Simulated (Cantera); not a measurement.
An adiabatic, constant-pressure homogeneous reactor starts with CH₄ : O₂ : N₂ = 1 : 1.18 : 4.42 (molar parts), equivalence ratio 1.7, at 1823 K and 5.00 bar. Integrator tolerance rtol = 1e-08.

Detailed kinetics in Cantera: GRI-Mech 3.0 (53 species, 325 reactions).

### Question
What does this change do: O2 1.18 to 0.67 parts?

### Answer
```
quantity                                                              before                                      after
---------------------------------  -----------------------------------------  -----------------------------------------
time of steepest temperature rise                                    27.7 µs                                    49.7 µs
temperature at 0.300 s                                                2908 K                                     2237 K
equilibrium temperature                                               2908 K                                     2237 K
x(CH₄) at 0.300 s                  1.67e-11 (gas-phase equilibrium 1.91e-11)    9.79e-9 (gas-phase equilibrium 1.12e-8)
x(O₂) at 0.300 s                   0.000426 (gas-phase equilibrium 0.000426)    1.38e-8 (gas-phase equilibrium 1.38e-8)
x(C₂H₆) at 0.300 s                     <1e-12 (gas-phase equilibrium <1e-12)      <1e-12 (gas-phase equilibrium <1e-12)
x(NO) at 0.300 s                     0.00166 (gas-phase equilibrium 0.00166)    3.23e-6 (gas-phase equilibrium 3.07e-6)
x(C₂H) at 0.300 s                      <1e-12 (gas-phase equilibrium <1e-12)      <1e-12 (gas-phase equilibrium <1e-12)
x(HO₂) at 0.300 s                    6.19e-7 (gas-phase equilibrium 6.19e-7)  2.64e-11 (gas-phase equilibrium 2.64e-11)
x(NO₂) at 0.300 s                    1.03e-7 (gas-phase equilibrium 1.03e-7)  2.24e-12 (gas-phase equilibrium 2.13e-12)
```

### Question
What does this change do: pressure from 5.00 bar to 10.0 bar?

### Answer
```tsv
quantity	before	after
time of steepest temperature rise	27.7 µs	16.0 µs
temperature at 0.300 s	2908 K	2944 K
equilibrium temperature	2908 K	2944 K
x(CH₄) at 0.300 s	1.67e-11 (gas-phase equilibrium 1.91e-11)	6.07e-11 (gas-phase equilibrium 6.89e-11)
x(O₂) at 0.300 s	0.000426 (gas-phase equilibrium 0.000426)	0.000282 (gas-phase equilibrium 0.000282)
x(C₂H₆) at 0.300 s	<1e-12 (gas-phase equilibrium <1e-12)	<1e-12 (gas-phase equilibrium <1e-12)
x(NO) at 0.300 s	0.00166 (gas-phase equilibrium 0.00166)	0.00142 (gas-phase equilibrium 0.00142)
x(C₂H) at 0.300 s	<1e-12 (gas-phase equilibrium <1e-12)	<1e-12 (gas-phase equilibrium <1e-12)
x(HO₂) at 0.300 s	6.19e-7 (gas-phase equilibrium 6.19e-7)	5.84e-7 (gas-phase equilibrium 5.84e-7)
x(NO₂) at 0.300 s	1.03e-7 (gas-phase equilibrium 1.03e-7)	9.85e-8 (gas-phase equilibrium 9.85e-8)
```
